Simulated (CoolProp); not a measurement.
Saturation properties of R245ca.

The numbers come from the reference Helmholtz-energy equation of state, Zhou 2016 in CoolProp.

```tsv
T (°C)	p (MPa)	liquid density (kg/m³)	vapour density (kg/m³)	enthalpy of vaporisation (kJ/kg)	liquid cp (kJ/(kg K))
10.05	0.05415	1424	3.160	212.7	1.358
30.95	0.1256	1372	6.973	200.9	1.388
51.85	0.2558	1317	13.72	188.5	1.426
72.85	0.4724	1258	24.90	174.9	1.472
93.75	0.8041	1192	42.49	159.7	1.534
114.65	1.286	1118	69.97	141.8	1.623
135.55	1.961	1026	114.4	119.5	1.789
156.55	2.886	895.2	197.6	86.80	2.315
```

It boils at 25.3 °C under 1 atm.
